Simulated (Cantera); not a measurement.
**Adiabatic ignition**

An adiabatic, constant-pressure homogeneous reactor starts with CH4 : CO : O2 : N2 = 1 : 0.71 : 3.32 : 12.5 (molar parts), at 1475 K and 180000 Pa.

Computed with Cantera and GRI-Mech 3.0 (53 species, 325 reactions).

```csv
t (s),T (K),x CH4,x CO,x O2,x C2H4,x CH2O
6.00e-6,1475,0.0570,0.0405,0.189,6.39e-12,2.45e-8
2.35e-5,1475,0.0570,0.0405,0.189,7.29e-10,4.71e-7
9.17e-5,1475,0.0570,0.0405,0.189,1.02e-7,1.08e-5
0.000358,1478,0.0563,0.0405,0.189,1.96e-5,0.000284
0.00140,2650,<1e-12,0.0189,0.0595,<1e-12,5.09e-11
0.00548,2639,<1e-12,0.0187,0.0552,<1e-12,4.97e-11
0.0214,2636,<1e-12,0.0186,0.0541,<1e-12,4.94e-11
0.0837,2636,<1e-12,0.0186,0.0541,<1e-12,4.94e-11
0.327,2636,<1e-12,0.0186,0.0541,<1e-12,4.94e-11
1.28,2636,<1e-12,0.0186,0.0541,<1e-12,4.94e-11
5.00,2636,<1e-12,0.0186,0.0541,<1e-12,4.94e-11
```
x: mole fraction; the columns are a selection and need not sum to one.

```
Quantity                                                          Result
---------------------------------  -------------------------------------
time of steepest temperature rise                               0.831 ms
temperature at 5.00 s                                             2636 K
equilibrium temperature                                           2636 K
x(CH4) at 5.00 s                   <1e-12 (gas-phase equilibrium <1e-12)
x(CO) at 5.00 s                    0.0186 (gas-phase equilibrium 0.0186)
x(O2) at 5.00 s                    0.0541 (gas-phase equilibrium 0.0541)
```
